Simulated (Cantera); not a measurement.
# Ignition delay

Mixture: 5.80 % C3H8, 17.0 % O2, 56.3 % N2, 20.9 % H2O, equivalence ratio 1.7, at 2.50 bar, adiabatic and at constant pressure. Ignition delay is the time to a rise of 400 K.

Detailed kinetics in Cantera: GRI-Mech 3.0 (53 species, 325 reactions). GRI-Mech 3.0 was tuned for natural gas; its chemistry of propane as a main component is partial and can be far from experiment.

```csv
T0 (K),delay (ms)
1000,299
1100,36.2
1200,4.79
1300,0.818
1400,0.192
1500,0.0608
1600,0.0250
```

```json
{
 "apparent activation energy between 1400 and 1600 K": "190 kJ/mol"
}
```
